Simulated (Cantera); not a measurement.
Charge: 1 mol Ca(OH)2, 5.7 mol H2O, 9.2 mol O2, equilibrated at 16.0 Pa.

These are equilibrium values from Cantera (NASA tables, ideal gas, pure condensed phases), not measurements of a reactor. Candidate condensed phases: Ca, CaO, Ca(OH)2, H2O; 14 gas species. Kinetics and transport are ignored.

Q: At 1677 °C, list the 4 most abundant gas species with their mole fractions, and the condensed phases.

A: O2 0.544, H2O 0.378, OH 0.0349, O 0.0263. Condensed: CaO(s).
